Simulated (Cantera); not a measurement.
A diamond (100) surface in a fixed gas of H2 with x(CH4) = 0.02, x(H) = 0.0028, at 900 K, 0.220 bar; coverages are run to steady state.

Detailed kinetics in Cantera: the Harris–Goodwin 1993 mechanism for the reconstructed diamond (100) surface.

One state of this run: growth (µm/h) = 99.1; θ c6HH = 0.321; θ c6H* = 0.00479; θ c6*H = 0.133; θ c6** = 0.00152; θ c6HM = 0.434. θ: site fractions in the mechanism's names (c6HH fully hydrogenated, c6H* and c6*H radical sites, c6** diradical, c6HM methylated).

Task: Which value of x(CH3) does it belong to?
A. 5.9e-05
B. 0.0012
C. 0.0034
D. 0.00045

Result: C, 0.0034
